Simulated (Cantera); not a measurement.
Charge: 1 mol SiF₄, 8.4 mol NH₃, 6.9 mol H₂, equilibrated at 1002 °C and 1.00 bar.

Cantera equilibrium calculation (NASA polynomials, part measured and part estimated; ideal gas, pure solids and liquids). Candidate condensed phases: Si, Si₃N₄; 37 gas species. The tables' values for SiF₃ are old estimates; treat these amounts as uncertain. Rates play no part.

Base state: H₂ 0.788, N₂ 0.170, SiF₄ 0.0391, HF 0.00223, SiHF₃ 0.00101, SiF₃ 0.000145, NH₃ 3.96e-5, SiH₂F₂ 1.24e-5 (mole fractions); condensed: Si₃N₄(s).

Question: What changes in the equilibrium state with this change: temperature from 1002 °C to 1227 °C?

Answer: 
| species | before | after |
|---|---|---|
| H₂ | 0.788 | 0.785 |
| N₂ | 0.170 | 0.170 |
| SiF₄ | 0.0391 | 0.0358 |
| HF | 0.00223 | 0.00558 |
| SiF₂ | 4.89e-7 | 5.36e-5 |
| H | 6.54e-7 | 1.56e-5 |
| SiF₃ | 0.000145 | 0.00183 |
| SiH₂F₂ | 1.24e-5 | 7.76e-5 |
| Si₃N₄(s), mol | 0.00217 | 0.00209 |
The tables' values for SiF₃, SiF₂ are old estimates; treat these amounts as uncertain.
